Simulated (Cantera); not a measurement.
Input: 1 mol Si, 0.018 mol O2, 250 mol N2, held at 1298 K and 2.80 bar.

Method: chemical equilibrium by Gibbs-energy minimisation in Cantera with the NASA 1993 tables (ideal gas, pure condensed phases). Candidate condensed phases: Si, SiO2, Si2N2O, Si3N4; 16 gas species. N2 is the only nitrogen source here; it is nearly inert below about 1500 K, so the nitride shown seldom forms there in practice. Mutual solubility and eutectic melting of coexisting phases are not modelled. Rates play no part.

### Question
What is the equilibrium state?

### Answer
```
Property                               Value
--------------------------------  ----------
x(N2)                                   1.00
n(Si2N2O(s))                      0.0360 mol
n(Si3N4(s))                        0.309 mol
gas amount                         249.3 mol
log10 activity of Si(s) (absent)       -4.52
```
